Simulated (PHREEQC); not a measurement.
Consider water at 47 °C with 0.27 mol CuSO4 and 0.00013 mol Al(NO3)3 per kg of water. Closed to the air; pH follows from the charge balance.

All values are PHREEQC results (ion-association model, phreeqc.dat), not measurements.

This is a speciation only: nothing precipitates in the calculation.

### Question
Estimate the pH.

### Answer
pH 4.17.

### Question
In which forms is Al present?

### Answer
AlSO4+ 52 %, Al(SO4)2- 43 %, Al+3 4.2 %, AlOH+2 0.9 % of the Al.

Away from 25 °C the constants follow the database's enthalpies or fits; those with neither stay at their 25 °C values.
